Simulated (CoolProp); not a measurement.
Model: reference Helmholtz-energy equation of state, Wagner 2002, in CoolProp.

**Question.** For water, give the phase and the isothermal compressibility (1/MPa), conductivity (mW/(m K)) at 348.85 °C and 91.1 MPa; 374.85 °C and 91.1 MPa; 530.75 °C and 91.1 MPa.

**Answer.** 
- 348.85 °C and 91.1 MPa: liquid; isothermal compressibility 0.00149, conductivity 599
- 374.85 °C and 91.1 MPa: supercritical; isothermal compressibility 0.00188, conductivity 566
- 530.75 °C and 91.1 MPa: supercritical; isothermal compressibility 0.00873, conductivity 342

Thermal conductivity comes from a separate model (Huber 2012).
